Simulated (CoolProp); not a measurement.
A single-stage vapour-compression cycle with the fluid: evaporating at 306.15 K (dew point), condensing at 344.15 K (bubble point), superheat 0 K, subcooling 0 K, compressor efficiency 0.6, no pressure losses. The same conditions are run with several fluids, on thermodynamics alone (safety and materials aside).

Values from CoolProp's reference Helmholtz-energy equation of state of each fluid (R152A: Outcalt 1996; n-hexane: Thol 2019; isohexane: Lemmon 2006; cyclopropane: Polt 1992; propane: Lemmon 2009; R1336mzz(E): Akasaka 2023). The equations of Platzer and Polt are older, rougher fits.

```tsv
fluid	cooling COP	pressure ratio	discharge temperature (K)	refrigerating effect (kJ/kg)	volumetric capacity (kJ/m³)
R152A	3.79	2.57	365.9	194	4520
n-hexane	4.09	3.85	345.3	270	263
isohexane	4.05	3.63	344.1	252	340
cyclopropane	3.90	2.37	367.2	295	5130
propane	3.32	2.27	356.9	203	5140
R1336mzz(E)	3.65	3.00	344.9	90.8	1640
```

The compression ends wet for: isohexane.
